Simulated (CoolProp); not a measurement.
A single-stage vapour-compression cycle with ammonia: evaporating at 227.15 K (dew point), condensing at 294.15 K (bubble point), superheat 2 K, subcooling 2 K, compressor efficiency 0.7, no pressure losses. Each further row changes one setting.

Model: reference Helmholtz-energy equation of state, Gao 2020, in CoolProp.

```csv
case,cooling COP,pressure ratio,discharge temperature (K),refrigerating effect (kJ/kg),volumetric capacity (kJ/m³)
as stated,1.76,17.2,514.6,1110,521
evaporating temperature 232.15 K,2.00,13.0,489.4,1120,680
condensing temperature 289.15 K,1.94,14.6,495.1,1140,532
subcooling 7 K,1.80,17.2,514.6,1140,532
superheat 12 K,1.72,17.2,534.1,1140,507
compressor efficiency 0.6,1.51,17.2,555.6,1110,521
```
